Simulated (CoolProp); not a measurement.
Acetone along the isobar 67.5 bar: Z from the reference equation and from simpler models built on Tc = 508.1 K, pc = 46.92 bar, ω = 0.307; each cubic takes its own stable root.

Model: reference Helmholtz-energy equation of state, Lemmon 2006, in CoolProp. It is a short technical equation, of lower accuracy than the large ones.

```json
[
 {"T (K)": "227.5", "phase": "liquid", "reference": "0.2396"},
 {"T (K)": "237.8", "phase": "liquid", "reference": "0.2321"},
 {"T (K)": "248.1", "phase": "liquid", "reference": "0.2253"},
 {"T (K)": "258.4", "phase": "liquid", "reference": "0.2191"},
 {"T (K)": "268.7", "phase": "liquid", "reference": "0.2134"},
 {"T (K)": "278.9", "phase": "liquid", "reference": "0.2083"},
 {"T (K)": "289.2", "phase": "liquid", "reference": "0.2036"},
 {"T (K)": "299.5", "phase": "liquid", "reference": "0.1993"},
 {"T (K)": "309.8", "phase": "liquid", "reference": "0.1955"},
 {"T (K)": "320.1", "phase": "liquid", "reference": "0.1919"},
 {"T (K)": "330.4", "phase": "liquid", "reference": "0.1888"},
 {"T (K)": "340.7", "phase": "liquid", "reference": "0.1859"},
 {"T (K)": "351", "phase": "liquid", "reference": "0.1834"}
]
```

Q: How far does each simpler model (van der Waals, Redlich-Kwong, Soave-Redlich-Kwong, Peng-Robinson) lie from the reference over these 13 states: mean and median of the absolute difference, and the worst?

A: 
- van der Waals: mean 92.4 %, median 92.3 %, worst +96.0 % at 227.5 K and 67.5 bar
- Redlich-Kwong: mean 32.1 %, median 32.0 %, worst +32.8 % at 227.5 K and 67.5 bar
- Soave-Redlich-Kwong: mean 28.2 %, median 27.9 %, worst +30.2 % at 227.5 K and 67.5 bar
- Peng-Robinson: mean 13.9 %, median 13.7 %, worst +16.1 % at 227.5 K and 67.5 bar
